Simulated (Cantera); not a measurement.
Cantera run, input and output.

```python
import numpy as np
import cantera as ct

gas = ct.Solution("gri30.yaml", transport_model="mixture-averaged")
show = ['N2', 'H', 'CO2']

rows = []
print(f"{'T/K':>7s}{'rho':>11s}{'cp':>10s}{'mu':>11s}{'lambda':>11s}{'Pr':>7s}" + "".join(f"{'D_' + s:>11s}" for s in show))
for T in [400, 500, 600, 700, 800, 900]:
    gas.TPX = T, 500000, {'CH4': 0.23, 'H2O': 0.58, 'CO2': 0.37, 'C3H8': 0.2}
    Pr = gas.cp_mass * gas.viscosity / gas.thermal_conductivity
    D = [gas.mix_diff_coeffs_mole[gas.species_index(s)] for s in show]
    rows.append([gas.density, gas.cp_mass, gas.viscosity, gas.thermal_conductivity, Pr, *D])
    print(f"{T:7g}{gas.density:11.4e}{gas.cp_mass:10.1f}{gas.viscosity:11.4e}"
          f"{gas.thermal_conductivity:11.4e}{Pr:7.3f}" + "".join(f"{d:11.4e}" for d in D))
print("SI units: kg/m3, J/kg/K, Pa s, W/m/K, m2/s")
```

It prints:

```
    T/K        rho        cp         mu     lambda     Pr       D_N2        D_H      D_CO2
    400 4.2750e+00    1612.8 1.5331e-05 3.4308e-02  0.721 6.2116e-06 3.6127e-05 4.8375e-06
    500 3.4200e+00    1786.6 1.8845e-05 4.5855e-02  0.734 9.2904e-06 5.4384e-05 7.4058e-06
    600 2.8500e+00    1948.1 2.2171e-05 5.7977e-02  0.745 1.2829e-05 7.5438e-05 1.0408e-05
    700 2.4429e+00    2093.3 2.5328e-05 7.0474e-02  0.752 1.6791e-05 9.9070e-05 1.3808e-05
    800 2.1375e+00    2221.8 2.8338e-05 8.3189e-02  0.757 2.1152e-05 1.2511e-04 1.7576e-05
    900 1.9000e+00    2336.6 3.1217e-05 9.6002e-02  0.760 2.5889e-05 1.5342e-04 2.1689e-05
SI units: kg/m3, J/kg/K, Pa s, W/m/K, m2/s
```

Computed with Cantera and GRI-Mech 3.0 (53 species, 325 reactions). Polar gases are described roughly by these parameters.
